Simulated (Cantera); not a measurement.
**Adiabatic ignition**

An adiabatic, constant-volume homogeneous reactor starts with 17.2 % CH3OH, 11.2 % O2, 71.6 % N2, at 1375 K and 0.701 atm.

Cantera simulation using GRI-Mech 3.0 (53 species, 325 reactions); the numbers are that mechanism's predictions, not measurements. GRI-Mech 3.0 was tuned for natural gas; its chemistry of methanol as a main component is partial and can be far from experiment.

```
t (s)     T (K)  P (bar)  x CH3OH     x O2      x H2     x NO2    x CH2O   x CH2CO     x N2O
--------  -----  -------  -------  -------  --------  --------  --------  --------  --------
3.00e-6    1375    0.710    0.172    0.112   9.91e-7    <1e-12   1.85e-6    <1e-12    <1e-12
1.07e-5    1375    0.710    0.172    0.112   4.08e-6    <1e-12   7.97e-6    <1e-12  1.78e-12
3.82e-5    1375    0.710    0.172    0.112   1.62e-5    <1e-12   3.35e-5    <1e-12  2.63e-11
0.000136   1375    0.710    0.172    0.112   7.35e-5    <1e-12  0.000156  5.03e-12  3.60e-10
0.000486   1377    0.712    0.170    0.111  0.000767    <1e-12   0.00171  1.19e-10   4.41e-9
0.00173    2431     1.55   <1e-12  2.98e-5     0.119  3.49e-10   8.22e-9    <1e-12   8.75e-9
0.00618    2440     1.56   <1e-12  2.14e-5     0.120  8.30e-10   8.52e-9    <1e-12   8.93e-9
0.0220     2439     1.56   <1e-12  2.12e-5     0.120   1.80e-9   8.53e-9    <1e-12   1.00e-8
0.0786     2439     1.56   <1e-12  2.11e-5     0.120   2.11e-9   8.53e-9    <1e-12   1.06e-8
0.280      2439     1.56   <1e-12  2.11e-5     0.120   2.11e-9   8.53e-9    <1e-12   1.06e-8
1.00       2439     1.56   <1e-12  2.11e-5     0.120   2.11e-9   8.53e-9    <1e-12   1.06e-8
```
x: mole fraction; the columns are a selection and need not sum to one.

```yaml
time_of_steepest_temperature_rise: 0.978 ms
temperature at 1.00 s: 2439 K
equilibrium_temperature: 2439 K
x(CH3OH) at 1.00 s: <1e-12 (gas-phase equilibrium <1e-12)
x(O2) at 1.00 s: 2.11e-5 (gas-phase equilibrium 2.11e-5)
x(H2) at 1.00 s: 0.120 (gas-phase equilibrium 0.120)
```
